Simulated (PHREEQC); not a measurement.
Consider water at 25 °C with 0.12 mol/kgw CuSO4 and 0.094 mol/kgw HBF4. Closed to the air; pH follows from the charge balance.

The numbers come from PHREEQC with the ion-association model, wateq4f.dat.

```tsv
quantity	before	after
pH	1.44	1.12
ionic strength (mol/kgw)	0.328	0.0911
```

Task: What was changed between the two runs?
(A) HBF4 from 0.094 to 0.047 mol/kgw
(B) CuSO4 from 0.12 to 0.06 mol/kgw
(C) 0.021 mol/kgw Na2CO3 added
(D) HBF4 left out
(E) CuSO4 left out

Result: E, CuSO4 left out

Precipitation was switched off in this run. Real BF4- forms and hydrolyses slowly; the run takes it at equilibrium.
